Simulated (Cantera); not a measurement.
A perfectly stirred reactor is fed with 24.3 % CO, 14.4 % H2, 12.9 % O2, 48.4 % N2, equivalence ratio 1.5, at 4.50 bar; it is adiabatic with a 700 K inlet, and is followed from long to short residence time, starting on the burning branch (τ in s: 0.41, 0.17, 0.066, 0.026, 0.011, 0.0042, 0.0017, 0.00068, 0.00027, 0.00011, 4.4e-05, 1.7e-05).

Computed with Cantera and GRI-Mech 3.0 (53 species, 325 reactions). The hydrogen kinetics of GRI-Mech 3.0 are dated; newer H2 mechanisms differ, most at raised pressure.

x: mole fraction; the columns are a selection and need not sum to one.

```csv
τ (s),T (K),x CO,x H2,x O2,x NO,x NO2,x H2O
0.41,2582,0.132,0.0198,0.000883,0.00143,1.60e-7,0.141
0.17,2582,0.132,0.0198,0.000894,0.00143,1.61e-7,0.141
0.066,2581,0.132,0.0198,0.000923,0.00141,1.61e-7,0.141
0.026,2579,0.132,0.0198,0.000994,0.00138,1.61e-7,0.141
0.011,2574,0.132,0.0199,0.00115,0.00132,1.61e-7,0.140
0.0042,2563,0.133,0.0200,?,?,1.58e-7,0.140
0.0017,2541,0.134,0.0204,0.00231,0.000964,1.47e-7,0.138
0.00068,2499,0.136,0.0210,0.00378,0.000677,1.21e-7,0.135
0.00027,2431,0.139,0.0221,0.00627,0.000407,8.56e-8,0.131
0.00011,2331,0.144,0.0237,?,?,?,0.125
4.4e-5,2197,0.149,0.0256,0.0143,0.000140,3.89e-8,0.118
1.7e-5,2023,0.156,0.0275,0.0205,9.08e-5,2.98e-8,0.110
```

Question: Complete the blanks.

Answer: 
- 0.0042, x O2: 0.00153
- 0.0042, x NO: 0.00118
- 0.00011, x O2: 0.00975
- 0.00011, x NO: 0.000231
- 0.00011, x NO2: 5.59e-8
